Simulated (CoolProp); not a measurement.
The fluid at 197.98 K and 0.0758 MPa expands adiabatically to 0.00677 MPa with isentropic efficiency 0.7. The same conditions are run with several fluids, on thermodynamics alone (safety and materials aside).

Values from CoolProp's reference Helmholtz-energy equation of state of each fluid (CH3F (R41): Lemmon 2006; R13: Platzer 1990; fluorine: de Reuck 1990; ethylene: Smukala 2000). The equations of Platzer and Polt are older, rougher fits.

```json
[
 {"fluid": "CH3F (R41)", "work (kJ/kg)": "66.4", "final temperature (K)": "156.5", "final phase": "two-phase, vapour fraction 0.944", "final density (kg/m³)": "0.189"},
 {"fluid": "R13", "work (kJ/kg)": "22.0", "final temperature (K)": "152.8", "final phase": "two-phase, vapour fraction 0.988", "final density (kg/m³)": "0.567"},
 {"fluid": "fluorine", "work (kJ/kg)": "53.0", "final temperature (K)": "129.2", "final phase": "gas", "final density (kg/m³)": "0.240"},
 {"fluid": "ethylene", "work (kJ/kg)": "76.3", "final temperature (K)": "134.1", "final phase": "two-phase, vapour fraction 0.999", "final density (kg/m³)": "0.171"}
]
```
